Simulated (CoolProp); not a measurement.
R404A along the isotherm 270.4 K: density (kg/m³) from the reference equation and from simpler models built on Tc = 345.3 K, pc = 3.735 MPa, ω = 0.293; each cubic takes its own stable root.

Computed with CoolProp (reference Helmholtz-energy equation of state, Lemmon 2003). It is a pseudo-pure fit of the blend.

| p (MPa) | phase | reference | van der Waals | Redlich-Kwong | Soave-Redlich-Kwong |
|---|---|---|---|---|---|
| 0.124 | gas | 5.547 | 5.481 | 5.509 | 5.522 |
| 0.249 | gas | 11.51 | 11.22 | 11.34 | 11.40 |
| 0.871 | liquid | 1162 | 44.05 | 949.2 | 1004 |
| 0.996 | liquid | 1163 | 51.86 | 950.8 | 1005 |
| 1.12 | liquid | 1164 | 60.21 | 952.2 | 1006 |
| 1.24 | liquid | 1164 | 69.00 | 953.7 | 1007 |
| 1.37 | liquid | 1165 | 668.6 | 955.2 | 1008 |
| 1.49 | liquid | 1166 | 670.4 | 956.6 | 1009 |
| 1.62 | liquid | 1167 | 672.2 | 958.1 | 1010 |
| 1.74 | liquid | 1167 | 673.9 | 959.4 | 1011 |
| 1.87 | liquid | 1168 | 675.7 | 960.9 | 1012 |

At some of these states van der Waals gives the other phase, because its saturation line lies elsewhere.
